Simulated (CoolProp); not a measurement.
Vapour-liquid equilibrium of dimethyl ether (1) + R227EA (2) at 1.23 kPa; x and y are mole fractions of (1).

Model: multi-fluid Helmholtz-energy mixture model, Wu 2011 and Lemmon 2016; pair parameters Bell 2016, in CoolProp.

| x | bubble temperature, mixture model (K) | bubble temperature, Raoult's law (K) | y, mixture model | y, Raoult's law |
|---|---|---|---|---|
| 0.05 | 187.9 | 186.8 | [?] | 0.098 |
| 0.2 | 189.9 | 185.3 | 0.127 | 0.343 |
| 0.35 | 190.1 | 183.9 | [?] | 0.533 |
| 0.5 | 187.7 | 182.6 | [?] | 0.682 |
| 0.65 | [?] | 181.5 | [?] | 0.801 |
| 0.8 | 181.6 | 180.5 | 0.968 | 0.897 |
| 0.95 | [?] | 179.5 | 0.995 | 0.977 |

### Question
Some entries are withheld; supply them.

### Answer

- 0.05, y, mixture model: 0.010
- 0.35, y, mixture model: 0.428
- 0.5, y, mixture model: 0.740
- 0.65, bubble temperature, mixture model (K): 184.3
- 0.65, y, mixture model: 0.903
- 0.95, bubble temperature, mixture model (K): 179.7

The largest gap from Raoult's law is +6.2 K in bubble temperature, at x = 0.35. y crosses x between x = 0.2 and 0.35: the model has an azeotrope there.

Pair parameters are fitted to limited data, so mixtures are less certain than the pure fluids.
